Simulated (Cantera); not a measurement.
**Thermodynamics of metals in furnace atmospheres, feed Cu + H₂O + H₂**

Charge: 1 mol Cu, 0.026 mol H₂O, 180 mol H₂, held at 1648 K and 0.133 bar.

Equilibrium computed with Cantera from the NASA thermochemical tables; the gas is ideal and each condensed phase is pure. Candidate condensed phases: Cu, CuO, Cu(OH)₂, Cu₂O, H₂O; 12 gas species. Kinetics and transport are ignored.

```yaml
x(H₂): 0.999
x(Cu): 0.000592
x(H): 0.000244
x(H₂O): 0.000144
n(Cu(l)): 0.893 mol
gas_amount: 180.2 mol
```
